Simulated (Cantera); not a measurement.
Mixture: 5.87 % CH₄, 17.3 % O₂, 71.0 % N₂, 5.87 % H₂O, at 0.592 atm, adiabatic and at constant pressure. Ignition delay is the time to a rise of 400 K.

Model: GRI-Mech 3.0 (53 species, 325 reactions), integrated in Cantera.

Predict: delay at 1225 K; delay at 1325 K; delay at 1425 K; delay at 1525 K; apparent activation energy between 1475 and 1575 K.


```
Item                                                    Result
--------------------------------------------------  ----------
delay at 1225 K                                        50.2 ms
delay at 1325 K                                        13.1 ms
delay at 1425 K                                        3.98 ms
delay at 1525 K                                        1.42 ms
apparent activation energy between 1475 and 1575 K  180 kJ/mol
```
